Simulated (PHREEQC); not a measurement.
Dissolve 0.17 mol/kgw CdSO4, 0.0096 mol/kgw H3BO3 and 0.015 mol/kgw FeSO4 at 90 °C and 500 atm. Closed to the air; pH follows from the charge balance.

Computed with PHREEQC (ion-association model, phreeqc.dat).

Q: The ionic strength comes out as 0.379 mol/kgw. What activity coefficients do HSO4-, FeOH+, H2BO3-, Cd2OH+3, Cd+2 get?

A: HSO4- 0.70, FeOH+ 0.67, H2BO3- 0.70, Cd2OH+3 0.043, Cd+2 0.25.

Precipitation was switched off in this run. Under pressure, the constants of complexes without a molar volume in the database are unreliable. Constants without temperature data keep their 25 °C values here.
